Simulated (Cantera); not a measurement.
Charge: 1 mol CsCl, 2.1 mol HCl, 9.8 mol H2, 0.16 mol O2, at 2223.15 K and 73.0 Pa.

Equilibrium computed with Cantera from the NASA thermochemical tables; the gas is ideal and each condensed phase is pure. Candidate condensed phases: Cs, CsCl, CsOH, H2O; 22 gas species. The numbers say what is thermodynamically allowed, not how fast it happens.

Base state: H2 0.575, H 0.180, HCl 0.125, CsCl 0.0607, Cl 0.0284, H2O 0.0209, Cs 0.00834, OH 0.000946 (mole fractions); condensed: gas only.

Task: What changes in the equilibrium state with this change: pressure from 73.0 Pa to 4.40 mbar?

Result: 
```tsv
species	before	after
H2	0.575	0.665
HCl	0.125	0.146
H	0.180	0.0788
Cl	0.0284	0.0126
CsCl	0.0607	0.0702
H2O	0.0209	0.0232
O	0.000205	3.26e-5
OH	0.000946	0.000397
Cs	0.00834	0.00361
CsOH	1.78e-5	1.96e-5
```

Task: What changes in the equilibrium state with this change: O2 from 0.16 to 0.48 mol?

Result: 
| species | before | after |
|---|---|---|
| H2 | 0.575 | 0.537 |
| H | 0.180 | 0.174 |
| HCl | 0.125 | 0.124 |
| H2O | 0.0209 | 0.0627 |
| Cl | 0.0284 | 0.0292 |
| CsCl | 0.0607 | 0.0610 |
| O2 | 3.14e-6 | 3.23e-5 |
| O | 0.000205 | 0.000658 |
| OH | 0.000946 | 0.00293 |

Task: What changes in the equilibrium state with this change: O2 from 0.16 to 1.1 mol?

Result: 
```json
[
 {"species": "H2", "before": "0.575", "after": "0.464"},
 {"species": "H", "before": "0.180", "after": "0.162"},
 {"species": "H2O", "before": "0.0209", "after": "0.143"},
 {"species": "Cl", "before": "0.0284", "after": "0.0310"},
 {"species": "HCl", "before": "0.125", "after": "0.122"},
 {"species": "CsCl", "before": "0.0607", "after": "0.0615"},
 {"species": "O2", "before": "3.14e-6", "after": "0.000226"},
 {"species": "O", "before": "0.000205", "after": "0.00174"}
]
```
